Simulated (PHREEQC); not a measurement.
Consider water at 10 °C with 0.062 mol/kgw Cu(NO3)2, 0.13 mol/kgw H2SO4 and 0.17 mol/kgw NaCl. Closed to the air; pH follows from the charge balance.

All values are PHREEQC results (ion-association model, wateq4f.dat), not measurements.

This is a speciation only: nothing precipitates in the calculation.

Problem. Order these S species by the share of S that they hold, largest first: NaSO4-, SO4-2, HSO4-, CuSO4.

Solution. HSO4- (66 %), SO4-2 (22 %), CuSO4 (9.0 %), NaSO4- (3.5 %)

The pH is 0.87 and the ionic strength 0.514 mol/kgw. Species that the database lacks are ignored. Constants without temperature data keep their 25 °C values here.
